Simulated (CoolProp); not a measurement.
Saturated liquid density (kg/m³) of R124: the reference equation beside estimates from Tc = 122.3 °C, pc = 3.624 MPa, ω = 0.288. Rackett uses Z = 0.29056 − 0.08775 ω.

Computed with CoolProp (reference Helmholtz-energy equation of state, de Vries 1995).

```
T (°C)  reference     Rackett  van der Waals  Redlich-Kwong  Soave-Redlich-Kwong  Peng-Robinson
------  ---------  ----------  -------------  -------------  -------------------  -------------
-45.95       1571        1604          943.2           1392           (withheld)           1621
-28.75       1523        1554          915.8           1345                 1396           1576
-11.55       1472        1502          886.5           1294                 1349           1525
5.55         1420        1447     (withheld)           1239                 1297           1468
22.75        1363        1388          820.8           1177                 1238           1403
39.95        1302  (withheld)          783.0           1109                 1171           1329
57.05        1234        1253          740.9     (withheld)           (withheld)           1242
74.25        1156        1173          692.3          946.0           (withheld)     (withheld)
91.45        1061  (withheld)          633.5          841.3                889.7           1006
108.65      926.3       941.6          554.4          703.2                736.6          825.7
```

Q: What belongs in the gaps?

A: 
- -45.95, Soave-Redlich-Kwong: 1438
- 5.55, van der Waals: 855.2
- 39.95, Rackett: 1324
- 57.05, Redlich-Kwong: 1034
- 57.05, Soave-Redlich-Kwong: 1094
- 74.25, Soave-Redlich-Kwong: 1002
- 74.25, Peng-Robinson: 1137
- 91.45, Rackett: 1076

Absolute difference from the reference over all 10 rows, mean and median: Rackett 1.8 and 1.8 %, van der Waals 40.0 and 39.9 %, Redlich-Kwong 15.6 and 14.2 %, Soave-Redlich-Kwong 11.4 and 9.6 %, Peng-Robinson 3.7 and 3.3 %.
